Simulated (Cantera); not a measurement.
Cantera run:

```python
import numpy as np
import cantera as ct

gas_names = """
    C CO CO2 C2 C2O C3 C3O2 C4 C5 Cu CuO Cu2 O O2 O3
""".split()
cond_names = """
    C(gr) Cu(cr) Cu(L) CuO(s) Cu2O(s) Cu2O(L)
""".split()


# ... load() reads the species with a 1 bar reference pressure and builds the phases ...
atoms = {
    'CuO': {'Cu': 1, 'O': 1},
    'C': {'C': 1},
    'CO': {'C': 1, 'O': 1},
}
top_T = {'C(gr)': 4500, 'CuO(s)': 1390}  # K; cautious upper limits of use, not melting points


# ... equilibrate(T, P, feed) seeds the gas with the atoms and calls Mixture.equilibrate('TP', solver="vcs", rtol=1e-11, max_steps=5000) ...
results = []
feed = {'CuO': 1, 'C': 0.57, 'CO': 0.013}  # mol
P = 13332.2  # Pa
for T in [1748, 1823, 1898, 1973, 2048, 2123, 2198, 2273, 2348]:
    mix = equilibrate(T, P, feed)
    results.append((T, P, feed, dict(zip(mix.species_names, mix.species_moles))))

top = {s: max(r[3][s] / sum(r[3][g] for g in gas_names) for r in results) for s in gas_names}
cols = sorted((s for s in top if top[s] > 0.001), key=lambda s: -top[s])[:6]
seen = [c for c in cond_names if any(r[3].get(c, 0) > 1e-12 for r in results)]
print("log10 of partial pressures in bar; condensed amounts in mol")
print(f"{'T/K':>10s}" + "".join(f"{s[:9]:>10s}" for s in cols + seen))
for T, P, feed, n in results:
    ng = sum(n[g] for g in gas_names)
    print(f"{T:10.4g}" + "".join(f"{np.log10(max(n[s] / ng * P / 1e5, 1e-99)):10.3f}" for s in cols)
          + "".join(f"{n.get(c, 0):10.4g}" for c in seen))
```

Output:

```
log10 of partial pressures in bar; condensed amounts in mol
       T/K       CO2        Cu        CO        O2       Cu2         O     Cu(L)
      1748    -1.008    -3.536    -1.457    -6.958    -6.354    -7.614    0.9987
      1823    -1.010    -3.152    -1.458    -6.272    -5.827    -6.957    0.9969
      1898    -1.013    -2.801    -1.461    -5.641    -5.345    -6.353     0.993
      1973    -1.018    -2.476    -1.467    -5.059    -4.901    -5.795    0.9849
      2048    -1.030    -2.177    -1.478    -4.522    -4.492    -5.279     0.969
      2123    -1.052    -1.899    -1.497    -4.028    -4.113    -4.802    0.9382
      2198    -1.094    -1.641    -1.531    -3.579    -3.762    -4.363    0.8769
      2273    -1.176    -1.401    -1.590    -3.191    -3.435    -3.969    0.7441
      2348    -1.351    -1.176    -1.704    -2.907    -3.131    -3.639    0.3808
```

These are equilibrium values from Cantera (NASA tables, ideal gas, pure condensed phases), not measurements of a reactor.
